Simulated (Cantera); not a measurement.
# Stirred combustor or abatement burner

A perfectly stirred reactor is fed with CH₄ : O₂ : N₂ : CO₂ = 1 : 3.92 : 14.7 : 1.3 (molar parts), equivalence ratio 0.51, at 5.00 bar; it is adiabatic with a 650 K inlet, and is followed from long to short residence time, starting on the burning branch (τ in s: 0.24, 0.079, 0.026, 0.0085, 0.0028, 0.00091, 0.0003, 9.8e-05, 3.2e-05).

Detailed kinetics in Cantera: GRI-Mech 3.0 (53 species, 325 reactions).

| τ (s) | T (K) | x CH₄ | x O₂ | x CO₂ | x CO | x NO₂ | x C₂H₆ |
|---|---|---|---|---|---|---|---|
| 0.24 | 1685 | 4.69e-6 | 0.0918 | 0.110 | 7.34e-5 | 2.97e-8 | 3.38e-10 |
| 0.079 | 1684 | 1.07e-5 | 0.0918 | 0.110 | 0.000163 | 2.86e-8 | 1.51e-9 |
| 0.026 | 1682 | 2.35e-5 | 0.0919 | 0.110 | 0.000360 | 3.39e-8 | 5.66e-9 |
| 0.0085 | 1677 | 5.11e-5 | 0.0921 | 0.109 | 0.000802 | 3.98e-8 | 1.92e-8 |
| 0.0028 | 1667 | 0.000113 | 0.0927 | 0.108 | 0.00180 | 3.77e-8 | 6.31e-8 |
| 0.00091 | 1643 | 0.000277 | 0.0942 | 0.105 | 0.00424 | 2.56e-8 | 2.49e-7 |
| 0.00030 | 650 | 0.0478 | 0.187 | 0.0621 | <1e-12 | <1e-12 | <1e-12 |
| 9.8e-5 | 650 | 0.0478 | 0.187 | 0.0621 | <1e-12 | <1e-12 | <1e-12 |
| 3.2e-5 | 650 | 0.0478 | 0.187 | 0.0621 | <1e-12 | <1e-12 | <1e-12 |
x: mole fraction; the columns are a selection and need not sum to one.
